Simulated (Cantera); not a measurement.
An adiabatic, constant-pressure homogeneous reactor starts with CH4 : O2 : N2 : CO2 = 1 : 2.06 : 7.75 : 0.27 (molar parts), equivalence ratio 0.97, at 1750 K and 3750 Torr.

Model: GRI-Mech 3.0 (53 species, 325 reactions), integrated in Cantera.

x: mole fraction; the columns are a selection and need not sum to one.

```json
[
 {"t (s)": "4.00e-6", "T (K)": "1750", "x CH4": "0.0901", "x O2": "0.186", "x CO2": "0.0244", "x NO2": "<1e-12", "x OH": "1.24e-6", "x C2H6": "[?]"},
 {"t (s)": "9.47e-6", "T (K)": "1750", "x CH4": "0.0896", "x O2": "0.186", "x CO2": "0.0244", "x NO2": "<1e-12", "x OH": "3.57e-6", "x C2H6": "[?]"},
 {"t (s)": "2.24e-5", "T (K)": "1760", "x CH4": "0.0857", "x O2": "0.183", "x CO2": "0.0244", "x NO2": "2.45e-12", "x OH": "1.84e-5", "x C2H6": "[?]"},
 {"t (s)": "5.32e-5", "T (K)": "2829", "x CH4": "<1e-12", "x O2": "0.0294", "x CO2": "0.0606", "x NO2": "2.24e-7", "x OH": "0.0227", "x C2H6": "<1e-12"},
 {"t (s)": "0.000126", "T (K)": "2910", "x CH4": "<1e-12", "x O2": "0.0255", "x CO2": "0.0659", "x NO2": "1.71e-6", "x OH": "0.0208", "x C2H6": "<1e-12"},
 {"t (s)": "0.000298", "T (K)": "2903", "x CH4": "<1e-12", "x O2": "0.0237", "x CO2": "0.0657", "x NO2": "3.92e-6", "x OH": "0.0201", "x C2H6": "<1e-12"},
 {"t (s)": "0.000706", "T (K)": "2898", "x CH4": "<1e-12", "x O2": "0.0223", "x CO2": "0.0655", "x NO2": "5.43e-6", "x OH": "0.0195", "x C2H6": "<1e-12"},
 {"t (s)": "0.00167", "T (K)": "2897", "x CH4": "<1e-12", "x O2": "0.0221", "x CO2": "0.0654", "x NO2": "5.66e-6", "x OH": "0.0194", "x C2H6": "<1e-12"},
 {"t (s)": "0.00396", "T (K)": "2897", "x CH4": "<1e-12", "x O2": "0.0221", "x CO2": "0.0654", "x NO2": "5.66e-6", "x OH": "0.0194", "x C2H6": "<1e-12"},
 {"t (s)": "0.00939", "T (K)": "2897", "x CH4": "<1e-12", "x O2": "0.0221", "x CO2": "0.0654", "x NO2": "5.66e-6", "x OH": "0.0194", "x C2H6": "<1e-12"},
 {"t (s)": "0.0222", "T (K)": "2897", "x CH4": "<1e-12", "x O2": "0.0221", "x CO2": "0.0654", "x NO2": "5.66e-6", "x OH": "0.0194", "x C2H6": "<1e-12"},
 {"t (s)": "0.0527", "T (K)": "2897", "x CH4": "<1e-12", "x O2": "0.0221", "x CO2": "0.0654", "x NO2": "5.66e-6", "x OH": "0.0194", "x C2H6": "<1e-12"},
 {"t (s)": "0.125", "T (K)": "2897", "x CH4": "<1e-12", "x O2": "0.0221", "x CO2": "0.0654", "x NO2": "5.66e-6", "x OH": "0.0194", "x C2H6": "<1e-12"},
 {"t (s)": "0.296", "T (K)": "2897", "x CH4": "<1e-12", "x O2": "0.0221", "x CO2": "0.0654", "x NO2": "5.66e-6", "x OH": "0.0194", "x C2H6": "<1e-12"},
 {"t (s)": "0.700", "T (K)": "2897", "x CH4": "<1e-12", "x O2": "0.0221", "x CO2": "0.0654", "x NO2": "5.66e-6", "x OH": "0.0194", "x C2H6": "<1e-12"}
]
```

Question: What belongs in the gaps?

Answer: 
- 4.00e-6, x C2H6: 1.40e-6
- 9.47e-6, x C2H6: 2.74e-5
- 2.24e-5, x C2H6: 0.000476
